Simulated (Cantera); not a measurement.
An adiabatic, constant-pressure homogeneous reactor starts with CH4 : O2 : N2 = 1 : 5.88 : 22.1 (molar parts), at 1725 K and 7500 Torr. Integrator tolerance rtol = 1e-08.

Model: GRI-Mech 3.0 (53 species, 325 reactions), integrated in Cantera.

### Question
What does this change do: 0.054 parts C2H6 added?

### Answer
```tsv
quantity	before	after
time of steepest temperature rise	24.0 µs	12.8 µs
temperature at 4.00 s	2390 K	2443 K
equilibrium temperature	2390 K	2443 K
x(CH4) at 4.00 s	<1e-12 (gas-phase equilibrium <1e-12)	<1e-12 (gas-phase equilibrium <1e-12)
x(O2) at 4.00 s	0.125 (gas-phase equilibrium 0.125)	0.118 (gas-phase equilibrium 0.118)
x(CH2) at 4.00 s	<1e-12 (gas-phase equilibrium <1e-12)	<1e-12 (gas-phase equilibrium <1e-12)
x(C2H2) at 4.00 s	<1e-12 (gas-phase equilibrium <1e-12)	<1e-12 (gas-phase equilibrium <1e-12)
x(C2H) at 4.00 s	<1e-12 (gas-phase equilibrium <1e-12)	<1e-12 (gas-phase equilibrium <1e-12)
```
